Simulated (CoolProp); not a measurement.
Properties of R123 along the isotherm 226.85 °C.

Values from CoolProp's reference Helmholtz-energy equation of state, Younglove 1994. It is a modified Benedict-Webb-Rubin equation, recast in Helmholtz form.

| p (kPa) | phase | cp (kJ/(kg K)) | expansivity (1/kK) |
|---|---|---|---|
| 5.79 | gas | 0.8669 | 2.003 |
| 10.3 | gas | 0.8670 | 2.005 |
| 18.3 | gas | 0.8673 | 2.009 |
| 32.6 | gas | 0.8677 | 2.016 |
| 57.9 | gas | 0.8684 | 2.029 |
| 103 | gas | 0.8697 | 2.053 |
| 183 | gas | 0.8722 | 2.095 |
| 326 | gas | 0.8766 | 2.173 |
| 579 | gas | 0.8851 | 2.320 |
| 1030 | gas | 0.9022 | 2.620 |
| 1830 | gas | 0.9414 | 3.307 |
